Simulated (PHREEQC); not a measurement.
**Brine**

Make-up at 20 °C: 0.146 mol Na2CO3 and 0.0132 mol NaHCO3 per kg of water. Closed to the air; pH follows from the charge balance.

Equilibrium calculation in PHREEQC: Pitzer model, pitzer.dat.

No solid was allowed to form.

Estimate the pH, osmotic coefficient, density.

pH 10.85; osmotic coefficient 0.794; density 1.015 g/cm³.

In which forms is C present?

CO3-2 91 %, HCO3- 8.7 % of the C.

Complexes and solids missing from the database can't appear.
